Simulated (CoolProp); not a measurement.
Vapour-liquid equilibrium of p-xylene (1) + n-undecane (2) at 132.75 °C; x and y are mole fractions of (1).

Model: multi-fluid Helmholtz-energy mixture model, Zhou 2012 and Aleksandrov 2011; pair parameters Bell 2016, in CoolProp.

| x | bubble pressure (MPa) | y at the bubble point | dew pressure at overall composition x (MPa) | liquid density (mol/L) |
|---|---|---|---|---|
| 0.05 | 0.01922 | 0.210 | … | 4.273 |
| 0.15 | 0.02592 | 0.472 | 0.01815 | … |
| 0.25 | … | 0.629 | 0.02002 | 4.692 |
| 0.35 | 0.03968 | 0.734 | … | 4.928 |
| 0.45 | 0.04673 | 0.808 | 0.02518 | 5.186 |
| 0.55 | 0.05389 | 0.863 | … | 5.467 |
| 0.65 | … | 0.906 | 0.03392 | 5.777 |
| 0.75 | 0.06850 | 0.940 | 0.04105 | … |
| 0.85 | 0.07592 | 0.968 | 0.05198 | 6.495 |
| 0.95 | 0.08337 | 0.990 | 0.07097 | … |

Problem. Complete the blanks.

Solution. 
- 0.05, dew pressure at overall composition x (MPa): 0.01661
- 0.15, liquid density (mol/L): 4.474
- 0.25, bubble pressure (MPa): 0.03274
- 0.35, dew pressure at overall composition x (MPa): 0.02230
- 0.55, dew pressure at overall composition x (MPa): 0.02890
- 0.65, bubble pressure (MPa): 0.06115
- 0.75, liquid density (mol/L): 6.118
- 0.95, liquid density (mol/L): 6.916

No azeotrope shows between x = 0.05 and 0.95.

Pair parameters are fitted to limited data, so mixtures are less certain than the pure fluids.
